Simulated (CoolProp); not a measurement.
Values from CoolProp's reference Helmholtz-energy equation of state, Schroeder 2014.

Q: For ethanol, give the phase and the speed of sound (m/s), viscosity (µPa s) at 573.6 K and 0.176 MPa; 573.6 K and 0.285 MPa; 573.6 K and 1.2 MPa.

A: 
- 573.6 K and 0.176 MPa: gas; speed of sound 334, viscosity 16.8
- 573.6 K and 0.285 MPa: gas; speed of sound 333, viscosity 16.8
- 573.6 K and 1.2 MPa: gas; speed of sound 327, viscosity 17.0

Viscosity comes from a separate model (Kiselev 2005).
